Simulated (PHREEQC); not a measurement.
Consider water at 30 °C with 4.6 mmol/kgw FeSO4, 29 mmol/kgw H3AsO4 and 18 mmol/kgw Na2SO4. Closed to the air; pH follows from the charge balance.

Computed with PHREEQC (ion-association model, wateq4f.dat).

| Item | Value |
|---|---|
| pH | 2.17 |
| ionic strength | 0.0663 mol/kgw |
| total alkalinity | -29.0 meq/kg |

| species | molality | activity | log γ |
|---|---|---|---|
| Na+ | 0.0349 | 0.0281 | -0.094 |
| H3AsO4 | 0.0153 | 0.0155 | 0.007 |
| SO4-2 | 0.0143 | 0.00605 | -0.375 |
| H2AsO4- | 0.0137 | 0.0110 | -0.095 |
| H+ | 0.00805 | 0.00677 | -0.075 |
| HSO4- | 0.00555 | 0.00445 | -0.096 |
| Fe+2 | 0.00298 | 0.00133 | -0.351 |
| FeSO4 | 0.00154 | 0.00156 | 0.007 |
| NaSO4- | 0.00109 | 0.000880 | -0.091 |
| FeHSO4+ | 8.83e-5 | 7.09e-5 | -0.095 |
| HAsO4-2 | 2.76e-7 | 1.15e-7 | -0.381 |

No solid was allowed to form.
